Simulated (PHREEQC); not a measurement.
**Acid rinse or clean**

Solution (25 °C): 0.19 mol/kgw HNO3, 0.0098 mol/kgw CuSO4 and 0.0041 mol/kgw MnSO4. Closed to the air; pH follows from the charge balance.

All values are PHREEQC results (ion-association model, wateq4f.dat), not measurements.

Each row changes one thing in this solution. This is a speciation only: nothing precipitates in the calculation.

| case | pH | ionic strength (mol/kgw) | HSO4- (mol/kgw) | Mn+2 (mol/kgw) | SO4-2 (mol/kgw) | CuSO4 (mol/kgw) | SI of Chalcanthite (CuSO4:5H2O) | SI of Tenorite (CuO) |
|---|---|---|---|---|---|---|---|---|
| as made | 0.85 | 0.221 | 0.0113 | 0.00390 | 0.00210 | 0.000346 | -3.12 | -8.45 |
| CuSO4 from 0.0098 to 0.00098 mol/kgw | 0.83 | 0.201 | … | 0.00397 | 0.000742 | 1.33e-5 | -4.54 | -9.46 |
| HNO3 from 0.19 to 0.038 mol/kgw | 1.58 | … | 0.00672 | 0.00352 | 0.00507 | 0.00153 | -2.48 | -6.90 |
| diluted 100-fold with water | … | 0.00241 | 1.77e-5 | 4.04e-5 | 0.000119 | 1.54e-6 | -5.48 | -6.23 |
| HNO3 from 0.19 to 0.285 mol/kgw | 0.67 | 0.315 | 0.0120 | 0.00388 | 0.00164 | 0.000210 | -3.34 | -8.84 |
| temperature from 25 to 45 °C | 0.85 | 0.220 | 0.0121 | 0.00391 | 0.00146 | 0.000256 | … | -7.75 |
| MnSO4 from 0.0041 to 0.00082 mol/kgw | 0.84 | 0.214 | 0.00875 | 0.000784 | 0.00159 | 0.000269 | -3.23 | -8.45 |
| HNO3 replaced by Fe(NO3)3 at the same molality | 1.65 | 1.08 | … | 0.00386 | 0.000478 | 2.23e-5 | -4.24 | -7.04 |
| 0.063 mol/kgw AgNO3 added | 0.85 | 0.281 | 0.0107 | 0.00388 | 0.00215 | 0.000298 | -3.19 | -8.47 |

Fill in the missing entries.


- CuSO4 from 0.0098 to 0.00098 mol/kgw, HSO4- (mol/kgw): 0.00428
- HNO3 from 0.19 to 0.038 mol/kgw, ionic strength (mol/kgw): 0.0717
- diluted 100-fold with water, pH: 2.75
- temperature from 25 to 45 °C, SI of Chalcanthite (CuSO4:5H2O): -3.38
- HNO3 replaced by Fe(NO3)3 at the same molality, HSO4- (mol/kgw): 0.000253

The ionic strength passes 0.7 mol/kgw, the rough limit of the ion-association models, in HNO3 replaced by Fe(NO3)3 at the same molality. Species that the database lacks are ignored. Some of these states are supersaturated (in Hematite (slow to form), Goethite (slow to form), for instance). At this temperature some constants are extrapolated from 25 °C, and those without enthalpy data are left unchanged.
